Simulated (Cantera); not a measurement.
An adiabatic, constant-volume homogeneous reactor starts with H2 : O2 : N2 : NO = 1 : 1.35 : 5.08 : 0.035 (molar parts), at 1600 K and 16.0 bar. Integrator tolerance rtol = 1e-08.

Cantera simulation using GRI-Mech 3.0 (53 species, 325 reactions); the numbers are that mechanism's predictions, not measurements. The hydrogen kinetics of GRI-Mech 3.0 are dated; newer H2 mechanisms differ, most at raised pressure. The pressure lies above the range GRI-Mech 3.0 was tuned for (to about 10 atm).

**Question.** What does this change do: pressure from 16.0 bar to 1.00 bar?

**Answer.** 
```tsv
quantity	before	after
time of steepest temperature rise	0.790 µs	11.6 µs
temperature at 3.00 s	2633 K	2559 K
equilibrium temperature	2633 K	2559 K
x(H2) at 3.00 s	0.000913 (gas-phase equilibrium 0.000913)	0.00256 (gas-phase equilibrium 0.00256)
x(O2) at 3.00 s	0.111 (gas-phase equilibrium 0.111)	0.110 (gas-phase equilibrium 0.110)
x(NO) at 3.00 s	0.0200 (gas-phase equilibrium 0.0200)	0.0176 (gas-phase equilibrium 0.0176)
x(O) at 3.00 s	0.00182 (gas-phase equilibrium 0.00182)	0.00524 (gas-phase equilibrium 0.00524)
x(NO2) at 3.00 s	5.63e-5 (gas-phase equilibrium 5.63e-5)	1.31e-5 (gas-phase equilibrium 1.31e-5)
x(OH) at 3.00 s	0.00964 (gas-phase equilibrium 0.00964)	0.0153 (gas-phase equilibrium 0.0153)
```

**Question.** What does this change do: initial temperature 1600 to 975 K?

**Answer.** 
```
quantity                                                              before                                      after
---------------------------------  -----------------------------------------  -----------------------------------------
time of steepest temperature rise                                   0.790 µs                                   0.145 ms
temperature at 3.00 s                                                 2633 K                                     2174 K
equilibrium temperature                                               2633 K                                     2174 K
x(H2) at 3.00 s                    0.000913 (gas-phase equilibrium 0.000913)    6.95e-5 (gas-phase equilibrium 6.95e-5)
x(O2) at 3.00 s                          0.111 (gas-phase equilibrium 0.111)        0.120 (gas-phase equilibrium 0.120)
x(NO) at 3.00 s                        0.0200 (gas-phase equilibrium 0.0200)    0.00865 (gas-phase equilibrium 0.00865)
x(O) at 3.00 s                       0.00182 (gas-phase equilibrium 0.00182)  0.000138 (gas-phase equilibrium 0.000138)
x(NO2) at 3.00 s                     5.63e-5 (gas-phase equilibrium 5.63e-5)    4.97e-5 (gas-phase equilibrium 4.97e-5)
x(OH) at 3.00 s                      0.00964 (gas-phase equilibrium 0.00964)    0.00194 (gas-phase equilibrium 0.00194)
```
The mechanism lacks 2 NO + O2 → 2 NO2 and HONO, so NO2 and the effect of NO are under-described below about 1400 K.

**Question.** What does this change do: initial temperature 1600 to 1500 K?

**Answer.** 
```
quantity                                                              before                                      after
---------------------------------  -----------------------------------------  -----------------------------------------
time of steepest temperature rise                                   0.790 µs                                    1.16 µs
temperature at 3.00 s                                                 2633 K                                     2564 K
equilibrium temperature                                               2633 K                                     2564 K
x(H2) at 3.00 s                    0.000913 (gas-phase equilibrium 0.000913)  0.000658 (gas-phase equilibrium 0.000658)
x(O2) at 3.00 s                          0.111 (gas-phase equilibrium 0.111)        0.113 (gas-phase equilibrium 0.113)
x(NO) at 3.00 s                        0.0200 (gas-phase equilibrium 0.0200)      0.0180 (gas-phase equilibrium 0.0180)
x(O) at 3.00 s                       0.00182 (gas-phase equilibrium 0.00182)    0.00131 (gas-phase equilibrium 0.00131)
x(NO2) at 3.00 s                     5.63e-5 (gas-phase equilibrium 5.63e-5)    5.56e-5 (gas-phase equilibrium 5.56e-5)
x(OH) at 3.00 s                      0.00964 (gas-phase equilibrium 0.00964)    0.00788 (gas-phase equilibrium 0.00788)
```
